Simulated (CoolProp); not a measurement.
Computed with CoolProp (reference Helmholtz-energy equation of state, Thol 2021).

Question: For chlorine, give the phase and the Z, cp (kJ/(kg K)), speed of sound (m/s), isothermal compressibility (1/MPa) at 427.1 K and 22.9 bar.

Answer: 
- 427.1 K and 22.9 bar: gas; Z 0.906, cp 0.597, speed of sound 242, isothermal compressibility 0.486
